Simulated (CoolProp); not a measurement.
CH2F2 (R32) along the isotherm 435 K: Z from the reference equation and from simpler models built on Tc = 351.3 K, pc = 5783 kPa, ω = 0.277; each cubic takes its own stable root.

Values from CoolProp's reference Helmholtz-energy equation of state, Tillner-Roth 1997.

```csv
p (kPa),phase,reference,van der Waals,Soave-Redlich-Kwong
3610,gas,0.8863,0.8823,0.9025
7230,supercritical,0.7688,0.7412,0.8073
10800,supercritical,0.6601,0.6027,0.7301
14500,supercritical,0.5819,0.5838,0.6893
18100,supercritical,0.5571,0.6346,0.6905
21700,supercritical,0.5681,0.7018,0.7165
25300,supercritical,0.5962,0.7739,0.7548
28900,supercritical,0.6324,0.8477,0.7994
32500,supercritical,0.6725,0.9221,0.8472
36100,supercritical,0.7147,0.9965,0.8968
39800,supercritical,0.7592,1.073,0.9486
43400,supercritical,0.8029,1.147,0.9996
47000,supercritical,0.8470,1.220,1.051
50600,supercritical,0.8910,1.293,1.102
54200,supercritical,0.9350,1.366,1.153
57800,supercritical,0.9789,1.438,1.204
```
